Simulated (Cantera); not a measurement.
An adiabatic, constant-pressure homogeneous reactor starts with 12.2 % H2, 18.5 % O2, 69.3 % N2, at 1073 K and 11300 Torr.

Model: the H2/O2 subset of GRI-Mech 3.0, which has no nitrogen chemistry, integrated in Cantera. The hydrogen kinetics of GRI-Mech 3.0 are dated; newer H2 mechanisms differ, most at raised pressure. The pressure lies above the range GRI-Mech 3.0 was tuned for (to about 10 atm).

**Question.** Predict: time of steepest temperature rise; temperature at 0.700 s; equilibrium temperature; x(H2) at 0.700 s; x(O2) at 0.700 s; x(H2O) at 0.700 s; x(O) at 0.700 s; x(H2O2) at 0.700 s; x(HO2) at 0.700 s; x(OH) at 0.700 s.

**Answer.** 
| Item | Result |
|---|---|
| time of steepest temperature rise | 2.55 ms |
| temperature at 0.700 s | 1948 K |
| equilibrium temperature | 1948 K |
| x(H2) at 0.700 s | 1.78e-5 (gas-phase equilibrium 1.78e-5) |
| x(O2) at 0.700 s | 0.132 (gas-phase equilibrium 0.132) |
| x(H2O) at 0.700 s | 0.129 (gas-phase equilibrium 0.129) |
| x(O) at 0.700 s | 4.19e-5 (gas-phase equilibrium 4.19e-5) |
| x(H2O2) at 0.700 s | 2.83e-7 (gas-phase equilibrium 2.83e-7) |
| x(HO2) at 0.700 s | 3.61e-6 (gas-phase equilibrium 3.61e-6) |
| x(OH) at 0.700 s | 0.000812 (gas-phase equilibrium 0.000812) |
